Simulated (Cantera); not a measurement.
What does this Cantera script print?

```python
import numpy as np
import cantera as ct

gas_names = [...]  # 45 gases of nasa_gas.yaml made of Ba, F, H, N, O
cond_names = """
    Ba(cr) Ba(L) BaF2(a) BaF2(b,c) BaF2(L) BaO(s) BaO(L) BaO2H2(s) BaO2H2(L) H2O(s) H2O(L)
""".split()


# ... load() reads the species with a 1 bar reference pressure and builds the phases ...
atoms = {
    'BaF2': {'Ba': 1, 'F': 2},
    'H2O': {'H': 2, 'O': 1},
    'N2': {'N': 2},
    'H2': {'H': 2},
}
top_T = {}  # K; cautious upper limits of use, not melting points


# ... equilibrate(T, P, feed) seeds the gas with the atoms and calls Mixture.equilibrate('TP', solver="vcs", rtol=1e-11, max_steps=5000) ...
results = []
feed = {'BaF2': 1, 'H2O': 1, 'N2': 6.6, 'H2': 5}  # mol
T = 1375  # K
P = 133.322  # Pa
mix = equilibrate(T, P, feed)
results.append((T, P, feed, dict(zip(mix.species_names, mix.species_moles))))
x = sorted(zip(gas.X, gas.species_names), reverse=True)
print(f"T = {T:g} K  P = {P:g} Pa  gas = {mix.phase_moles(0):.4g} mol")
print("   x: " + "  ".join(f"{s} {v:.3e}" for v, s in x if v > 0.0001))
print("   condensed (mol): " + ("  ".join(f"{mix.phase(i).name} {mix.phase_moles(i):.4g}"
      for i in range(1, mix.n_phases) if mix.phase_moles(i) > 1e-12) or "none"))
```

It prints:

```
T = 1375 K  P = 133.322 Pa  gas = 12.64 mol
   x: N2 5.221e-01  H2 3.955e-01  H2O 7.759e-02  HF 3.028e-03  BaF2 1.698e-03
   condensed (mol): BaF2(a) 0.9591  BaO(s) 0.01851
```

Equilibrium computed with Cantera from the NASA thermochemical tables; the gas is ideal and each condensed phase is pure. Mutual solubility and eutectic melting of coexisting phases are not modelled.
